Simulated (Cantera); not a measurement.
Feed: 1 mol Si(CH3)4, 0.19 mol HCl, 31 mol H2, at 2550 K.

Method: chemical equilibrium by Gibbs-energy minimisation in Cantera with the NASA 1993 tables (ideal gas, pure condensed phases). Candidate condensed phases: C, C6H6, C7H8, C8H18, Si, SiC; 109 gas species. The tables' values for SiCl are old estimates; treat these amounts as uncertain. Gases not in the tables: Si2H6 and higher silanes. The numbers say what is thermodynamically allowed, not how fast it happens.

Question: At 0.320 bar, list the 5 most abundant gas species with their mole fractions, and the condensed phases.

Answer: H2 0.920, H 0.0529, C2H2 (acetylene) 0.0122, Si 0.00575, HCl 0.00466. Condensed: C(graphite) + SiC(s).
